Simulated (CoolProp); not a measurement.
Properties of R134a along the isotherm -24.55 °C.

The numbers come from the reference Helmholtz-energy equation of state, Tillner-Roth 1994 in CoolProp.

```
p (bar)   phase  isothermal compressibility (1/MPa)  viscosity (µPa s)
-------  ------  ----------------------------------  -----------------
4.35     liquid                            0.002023                372
8.7      liquid                            0.002004                ___
13       liquid                                 ___                376
17.4     liquid                            0.001966                378
21.7     liquid                            0.001947                379
26.1     liquid                            0.001929                381
30.4     liquid                                 ___                ___
34.8     liquid                                 ___                385
39.1     liquid                            0.001878                387
43.5     liquid                            0.001861                ___
47.8     liquid                            0.001845                ___
52.2     liquid                            0.001829                392
56.5     liquid                            0.001814                ___
60.9     liquid                            0.001798                396
```

Task: Complete the blanks.

Result: 
- 8.7, viscosity (µPa s): 374
- 13, isothermal compressibility (1/MPa): 0.001985
- 30.4, isothermal compressibility (1/MPa): 0.001912
- 30.4, viscosity (µPa s): 383
- 34.8, isothermal compressibility (1/MPa): 0.001894
- 43.5, viscosity (µPa s): 389
- 47.8, viscosity (µPa s): 391
- 56.5, viscosity (µPa s): 394

Viscosity comes from a separate model (Huber 2003), an estimate that may be off by 10 % or more.
